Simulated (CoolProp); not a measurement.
Saturation properties of n-decane.

Model: reference Helmholtz-energy equation of state, Lemmon 2006, in CoolProp. It is a short technical equation, of lower accuracy than the large ones.

```tsv
T (K)	p (kPa)	vapour density (kg/m³)	liquid cp (kJ/(kg K))	vapour viscosity (µPa s)
325.9	1.028	0.05411	2.299	5.74
329	1.220	0.06362	2.312	5.79
332.2	1.450	0.07490	2.324	5.85
335.3	1.707	0.08739	2.337	5.90
338.5	2.012	0.1021	2.350	5.95
341.6	2.351	0.1183	2.362	6.00
344.7	2.738	0.1365	2.375	6.05
347.9	3.192	0.1578	2.388	6.11
351	3.692	0.1810	2.401	6.16
```

It boils at 447.3 K under 1 atm.

Viscosity comes from a separate model (Huber 2004).
